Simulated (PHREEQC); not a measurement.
Sulfide liquor

Make-up at 25 °C: 0.36 mmol/kgw H2S and 0.054 mmol/kgw NaCl. Closed to the air; pH follows from the charge balance.

Computed with PHREEQC (ion-association model, wateq4f.dat).

The pH is 5.20 and the ionic strength is 6.04e-5 mol/kgw.

```tsv
species	molality	activity	log γ
H2S	0.000354	0.000354	0.000
Cl-	5.40e-5	5.35e-5	-0.004
Na+	5.40e-5	5.35e-5	-0.004
H+	6.42e-6	6.36e-6	-0.004
HS-	6.42e-6	6.36e-6	-0.004
OH-	1.59e-9	1.57e-9	-0.004
```

This is a speciation only: nothing precipitates in the calculation. The polysulfide entries of wateq4f.dat were taken out for this run.
